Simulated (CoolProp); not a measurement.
Vapour pressure (MPa) of R236FA: the reference equation beside estimates from Tc = 398.1 K, pc = 3.191 MPa, ω = 0.377.

The numbers come from the reference Helmholtz-energy equation of state, Pan 2012 in CoolProp.

```csv
T (K),reference,Lee-Kesler,Soave-Redlich-Kwong,Peng-Robinson
212.2,0.003508,0.003415,0.003488,0.003741
218.1,0.005432,0.005282,0.005379,0.005711
223.9,0.008119,0.007897,0.008020,0.008438
229.8,0.01191,0.01160,0.01175,0.01226
235.6,0.01695,0.01655,0.01672,0.01731
241.5,0.02377,0.02326,0.02344,0.02412
247.3,0.03249,0.03190,0.03207,0.03280
253.1,0.04365,0.04299,0.04314,0.04389
```

Absolute difference from the reference over all 8 rows, mean and median: Lee-Kesler 2.3 and 2.5 %, Soave-Redlich-Kwong 1.2 and 1.3 %, Peng-Robinson 3.0 and 2.5 %.
